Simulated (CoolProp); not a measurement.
Vapour-liquid equilibrium of R125 (1) + propane (2) at 383 kPa; x and y are mole fractions of (1).

The numbers come from the multi-fluid Helmholtz-energy mixture model, Lemmon 2005 and Lemmon 2009; pair parameters Bell 2016 in CoolProp.

```csv
x,bubble temperature (°C),y at the bubble point,dew temperature at overall composition x (°C),liquid density (mol/L)
0.05,-12.7,0.199,-8.2,12.25
0.15,-18.9,0.394,-11.2,12.22
0.25,-21.5,0.479,-14.3,12.12
0.35,-22.7,0.525,-17.5,12.00
0.45,-23.2,0.555,-20.6,11.90
0.55,-23.5,0.582,-23.2,11.82
0.65,-23.4,0.614,-23.1,11.76
0.75,-23.0,0.659,-21.6,11.73
0.85,-21.8,0.736,-19.6,11.70
0.95,-19.0,0.879,-17.6,11.65
```

y crosses x between x = 0.55 and 0.65: the model has an azeotrope there.

The pair parameters rest on a limited set of measurements; away from them the model extrapolates. With so large a gap from Raoult's law the liquid may split in two, which this calculation doesn't test in full.
